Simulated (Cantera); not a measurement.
A Cantera script and its output.

```python
import numpy as np
import cantera as ct

gas = ct.Solution("gri30.yaml")


def delay(T, t_max=10):
    gas.TPX = T, 47000, {'CH4': 1, 'CO': 0.087, 'O2': 2.65, 'N2': 9.98, 'H2O': 0.43}
    reactor = ct.IdealGasConstPressureReactor(gas, clone=False)
    net = ct.ReactorNet([reactor])
    net.rtol, net.atol = 1e-8, 1e-16
    while net.time < t_max:
        t_old, T_old = net.time, reactor.T
        net.step()
        if reactor.T > T + 400:  # ignition: a rise of 400 K
            return t_old + (T + 400 - T_old) / (reactor.T - T_old) * (net.time - t_old)
    return np.nan


taus = []
for T in [1325, 1400, 1475, 1550, 1625]:
    taus.append(delay(T))
    print(f"T0 = {T:6g} K   tau = {taus[-1]:.4e} s")

# d ln(tau) / d ln(k), from doubling and halving each rate constant
T, sens = 1475, []
for i in range(gas.n_reactions):
    gas.set_multiplier(2.0, i)
    up = delay(T)
    gas.set_multiplier(0.5, i)
    down = delay(T)
    gas.set_multiplier(1.0, i)
    sens.append((np.log(up / down) / np.log(4.0), gas.reaction(i).equation))
sens.sort(key=lambda x: -abs(x[0]))
print(f"sensitivities at {T} K")
for s, eq in sens[:10]:
    print(f"{s:8.3f}  {eq}")
```

It prints:

```
T0 =   1325 K   tau = 1.4528e-02 s
T0 =   1400 K   tau = 5.8202e-03 s
T0 =   1475 K   tau = 2.5940e-03 s
T0 =   1550 K   tau = 1.2851e-03 s
T0 =   1625 K   tau = 6.9763e-04 s
sensitivities at 1475 K
  -0.471  CH3 + O2 <=> CH3O + O
  -0.366  H + O2 <=> O + OH
   0.325  2 CH3 (+M) <=> C2H6 (+M)
   0.281  CH4 + H <=> CH3 + H2
  -0.172  CH3 + O2 <=> CH2O + OH
  -0.150  CH3 + HO2 <=> CH3O + OH
  -0.141  2 CH3 <=> C2H5 + H
   0.111  CH4 + OH <=> CH3 + H2O
  -0.093  CH2O + CH3 <=> CH4 + HCO
  -0.091  CH3 + HO2 <=> CH4 + O2
```

Model: GRI-Mech 3.0 (53 species, 325 reactions), integrated in Cantera.
